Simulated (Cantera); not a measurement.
An isothermal, constant-pressure homogeneous reactor starts with CH4 : O2 : N2 = 0.01 : 0.0078 : 1 (molar parts), equivalence ratio 2.6, at 1598 K and 1.00 bar. Integrator tolerance rtol = 1e-08.

Computed with Cantera and GRI-Mech 3.0 (53 species, 325 reactions).

Task: What does this change do: temperature 1598 to 1325 K?

Result: 
```csv
quantity,before,after
x(CH4) at 1.00 s,0.000427 (gas-phase equilibrium 9.11e-12),0.00160 (gas-phase equilibrium 3.36e-10)
x(O2) at 1.00 s,1.03e-11 (gas-phase equilibrium 3.96e-12),0.000196 (gas-phase equilibrium <1e-12)
x(CO) at 1.00 s,0.00526 (gas-phase equilibrium 0.00881),0.00547 (gas-phase equilibrium 0.00846)
x(CH2) at 1.00 s,3.12e-9 (gas-phase equilibrium <1e-12),1.42e-9 (gas-phase equilibrium <1e-12)
x(NO) at 1.00 s,1.74e-7 (gas-phase equilibrium 9.29e-9),2.98e-9 (gas-phase equilibrium 4.20e-11)
x(C2H6) at 1.00 s,8.06e-8 (gas-phase equilibrium <1e-12),7.16e-6 (gas-phase equilibrium <1e-12)
```
